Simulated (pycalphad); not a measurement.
**Effect of Si content in Sn-Si**

CALPHAD calculation (pycalphad, COST 507 light-alloy database (1999)), 1 atm. These are 1990s assessments: newer ones move some temperatures and phases. Phase fractions are per mole of atoms.

```csv
alloy,liquidus (°C),first solid,solidus (°C),phases at 677 °C
Sn-3.917Si (wt.%),1215,DIAMOND_A4,232,"LIQUID 0.85, DIAMOND_A4 0.15"
Sn-8.969Si (wt.%),1290,DIAMOND_A4,232,"LIQUID 0.71, DIAMOND_A4 0.29"
Sn-15.73Si (wt.%),1330,DIAMOND_A4,232,"LIQUID 0.56, DIAMOND_A4 0.44"
Sn-25.24Si (wt.%),1353,DIAMOND_A4,232,"DIAMOND_A4 0.59, LIQUID 0.41"
Sn-63.88Si (wt.%),1378,DIAMOND_A4,232,"DIAMOND_A4 0.88, LIQUID 0.12"
```

DIAMOND_A4 is diamond (Si).
